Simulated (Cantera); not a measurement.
Feed: 1 mol SiH2Cl2, 0.038 mol Cl2, 150 mol H2, held at 1.00 Torr.

Cantera equilibrium calculation (NASA polynomials, part measured and part estimated; ideal gas, pure solids and liquids). Candidate condensed phases: Si; 19 gas species. The tables' values for SiCl3 are old estimates; treat these amounts as uncertain. The numbers say what is thermodynamically allowed, not how fast it happens. All values below are at 1125 K.

Base state: H2 0.987, HCl 0.0129, SiCl2 0.000356, SiCl3 1.09e-5 (mole fractions); condensed: Si(s).

Problem. What changes in the equilibrium state with this change: H2 from 150 to 9.4 mol?

Solution. 
| species | before | after |
|---|---|---|
| H2 | 0.987 | 0.878 |
| HCl | 0.0129 | 0.0869 |
| SiCl2 | 0.000356 | 0.0182 |
| SiCl4 | 4.10e-6 | 0.0108 |
| SiCl3 | 1.09e-5 | 0.00399 |
| SiHCl3 | 5.45e-6 | 0.00189 |
| SiH2Cl2 | 8.91e-7 | 4.06e-5 |
| Si(s), mol | 0.943 | 0.606 |
